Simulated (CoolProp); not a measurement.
A Linde-Hampson liquefier for methane: isothermal reversible compression at 250 K from 1 atm to 30 MPa, throttling to 1 atm, return gas leaving the recuperator 0 K below the feed. Each further row changes one setting.

Computed with CoolProp (reference Helmholtz-energy equation of state, Setzmann 1991).

| case | liquid yield per pass | compression work (kJ/kg of gas) |
|---|---|---|
| as stated | 0.353 | 653 |
| high pressure 60 MPa | 0.338 | 751 |
| warm-end temperature 280 K | 0.277 | 763 |
| warm-end gap 5 K | 0.344 | 653 |
